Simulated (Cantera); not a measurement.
## SiH4 + Cl2 + H2 (silicon epitaxy and polysilicon growth)

A closed system holds: 1 mol SiH4, 0.013 mol Cl2, 290 mol H2, at 0.870 bar.

These are equilibrium values from Cantera (NASA tables, ideal gas, pure condensed phases), not measurements of a reactor. Candidate condensed phases: Si; 19 gas species. Gases not in the tables: Si2H6 and higher silanes. Equilibrium is a limit: real reactors are often held back by kinetics, nucleation or transport.

| T (K) | log p H2 | log p H | log p HCl | log p SiH2 | log p SiH | n Si(s) | n Si(l) |
|---|---|---|---|---|---|---|---|
| 1525 | -0.06 | -4.66 | -4.11 | -5.75 | -7.29 | 0.999 | 0 |
| 1550 | -0.06 | -4.53 | -4.11 | -5.61 | -7.09 | 0.999 | 0 |
| 1575 | -0.06 | -4.41 | -4.11 | -5.49 | -6.89 | 0.999 | 0 |
| 1600 | -0.06 | -4.29 | -4.11 | -5.36 | -6.70 | 0.998 | 0 |
| 1625 | -0.06 | -4.18 | -4.11 | -5.24 | -6.52 | 0.998 | 0 |
| 1650 | -0.06 | -4.07 | -4.11 | -5.12 | -6.34 | 0.997 | 0 |
| 1675 | -0.06 | -3.97 | -4.11 | -5.01 | -6.17 | 0.996 | 0 |
| 1700 | -0.06 | -3.86 | -4.11 | -4.91 | -6.01 | 0 | 0.995 |
log p: log10 of the partial pressure in bar; n: condensed amount in mol.

From 1525 K to 1675 K the condensed part is Si(s). At 1700 K the condensed part is Si(l). The main Si-bearing gas is SiH2 throughout.
